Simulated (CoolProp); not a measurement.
Vapour-liquid equilibrium of CHF3 (R23) (1) + R152A (2) at 8.03 bar; x and y are mole fractions of (1).

Values from CoolProp's multi-fluid Helmholtz-energy mixture model, Penoncello 2003 and Outcalt 1996; pair parameters Bell 2016.

```
x      bubble temperature (K)  y at the bubble point  dew temperature at overall composition x (K)  liquid density (mol/L)
-----  ----------------------  ---------------------  --------------------------------------------  ----------------------
0.05                    301.4                  0.195                                         306.8              (withheld)
0.125                   291.6                  0.423                                         304.1                   14.06
0.2                     283.0                  0.586                                    (withheld)                   14.52
0.275              (withheld)                  0.702                                         298.2                   14.95
0.35                    268.8                  0.784                                         295.0                   15.35
0.425                   263.2                  0.843                                         291.5                   15.73
0.5                     258.2                  0.885                                         287.7              (withheld)
0.575                   253.8                  0.917                                         283.6                   16.42
0.65                    250.0                  0.941                                         279.0                   16.73
0.725                   246.6                  0.960                                         273.7                   17.02
0.8                (withheld)                  0.974                                         267.4                   17.29
0.875                   240.8                  0.985                                         259.5                   17.54
0.95               (withheld)                  0.995                                         248.4                   17.76
```

Problem. Some entries are withheld; supply them.

Solution. 
- 0.05, liquid density (mol/L): 13.56
- 0.2, dew temperature at overall composition x (K): 301.2
- 0.275, bubble temperature (K): 275.4
- 0.5, liquid density (mol/L): 16.08
- 0.8, bubble temperature (K): 243.5
- 0.95, bubble temperature (K): 238.2

No azeotrope shows between x = 0.05 and 0.95.

The pair parameters rest on a limited set of measurements; away from them the model extrapolates.
